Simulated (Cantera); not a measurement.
## Premixed flame

A freely propagating, adiabatic, planar premixed flame of CH₄ : O₂ : N₂ = 1 : 1.54 : 5.38 (molar parts), equivalence ratio 1.3, unburnt at 598 K and 9.20 bar; mixture-averaged transport, grid criteria slope 0.08 and curve 0.16, no radiation.

Model: GRI-Mech 3.0 (53 species, 325 reactions), integrated in Cantera. Burning velocities carry a grid error of a few per cent, more on coarse grids.

```csv
z (mm),T (K),u (m/s),x CH₄,x O₂,x H,x C₂H,x C₂H₄,x HCN
-0.248,599,0.452,0.126,0.194,<1e-8,<1e-8,3.21e-7,<1e-8
-0.165,608,0.460,0.124,0.192,<1e-8,<1e-8,3.67e-6,3.21e-8
-0.124,634,0.483,0.122,0.190,<1e-8,<1e-8,1.87e-5,1.62e-7
-0.0826,767,0.591,0.111,0.178,1.68e-8,<1e-8,0.000143,1.21e-6
-0.0413,1261,0.990,0.0729,0.128,1.12e-5,<1e-8,0.000962,7.97e-6
-0.0207,1677,1.33,0.0397,0.0806,0.000149,3.66e-8,0.00172,1.67e-5
0,2052,1.64,0.0114,0.0328,0.00102,1.10e-6,0.000953,3.17e-5
0.0207,2229,1.79,0.00194,0.00919,0.00219,2.00e-6,9.72e-5,4.58e-5
0.0413,2284,1.83,0.000367,0.00243,0.00254,8.46e-7,5.41e-6,4.33e-5
0.0826,2312,1.85,2.98e-5,0.000293,0.00220,9.66e-8,5.63e-8,2.65e-5
0.165,2327,1.86,1.47e-6,5.86e-5,0.00152,<1e-8,<1e-8,1.11e-5
0.331,2335,1.86,6.02e-8,2.45e-5,0.00103,<1e-8,<1e-8,3.53e-6
0.661,2338,1.86,<1e-8,1.59e-5,0.000852,<1e-8,<1e-8,8.42e-7
```
x: mole fraction of selected species; z is measured from the peak of heat release.

* **laminar burning velocity**: 45.0 cm/s
* **thermal thickness**: 0.0826 mm
* **peak x(H)**: 0.00254
* **peak x(C₂H)**: 2.12e-6
* **peak x(C₂H₄)**: 0.00176
* **peak x(HCN)**: 4.66e-5
